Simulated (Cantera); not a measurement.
Gas mixture: CO2 : CH4 = 0.23 : 0.77 (molar parts), at 0.000987 atm, frozen composition.

Cantera's kinetic-theory transport with the Lennard-Jones parameters of GRI-Mech 3.0, ideal gas; thermal conductivity in the multicomponent form. The composition is frozen, though it would react at the higher temperatures.

One state of this run: ρ (kg/m³) = 0.000225; cp (J/kg/K) = 3365; μ (µPa s) = 36.6; λ (mW/m/K) = 180; Pr = 0.686; D (cm²/s) C2H2 = 1890; D (cm²/s) H2 = 7530; D (cm²/s) O = 3390. D: mixture-averaged diffusion coefficient of that species in the mixture.

**Question.** Which value of T (K) does it belong to?
A. 1200
B. 1000
C. 600
D. 700

**Answer.** A, 1200
